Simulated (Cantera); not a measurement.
Dilute partial oxidation

An isothermal, constant-pressure homogeneous reactor starts with CH3OH : O2 : N2 = 0.0083 : 0.011 : 1 (molar parts), equivalence ratio 1.1, at 1150 K and 9750 Torr.

Detailed kinetics in Cantera: GRI-Mech 3.0 (53 species, 325 reactions). GRI-Mech 3.0 was tuned for natural gas; its chemistry of methanol as a main component is partial and can be far from experiment. The pressure lies above the range GRI-Mech 3.0 was tuned for (to about 10 atm).

| t (s) | x CH3OH | x O2 | x N2O | x H2O | x HCN | x CO |
|---|---|---|---|---|---|---|
| 0.000500 | 0.00814 | 0.0108 | 4.85e-12 | 2.21e-7 | <1e-12 | 3.34e-8 |
| 0.00264 | 0.00814 | 0.0108 | 1.40e-10 | 2.90e-6 | <1e-12 | 2.38e-7 |
| 0.0139 | 2.87e-7 | 0.00359 | 5.19e-8 | 0.0128 | 1.05e-12 | 0.00671 |
| 0.0734 | 1.95e-11 | 0.000573 | 2.41e-7 | 0.0159 | <1e-12 | 0.00368 |
| 0.387 | <1e-12 | 1.29e-6 | 1.04e-7 | 0.0155 | 1.25e-12 | 0.00213 |
| 2.04 | <1e-12 | 3.20e-9 | 9.67e-9 | 0.0152 | 1.82e-12 | 0.00181 |
| 10.8 | <1e-12 | 5.80e-11 | 3.07e-12 | 0.0150 | 1.98e-12 | 0.00167 |
| 56.9 | <1e-12 | 1.77e-12 | <1e-12 | 0.0149 | 2.04e-12 | 0.00158 |
| 300 | <1e-12 | <1e-12 | <1e-12 | 0.0147 | 2.16e-12 | 0.00131 |
x: mole fraction; the columns are a selection and need not sum to one.

Equilibrium at this temperature and pressure: CH3OH <1e-12, O2 <1e-12, N2O <1e-12, H2O 0.0144, HCN 2.11e-10, CO 0.00104 (gas phase only).
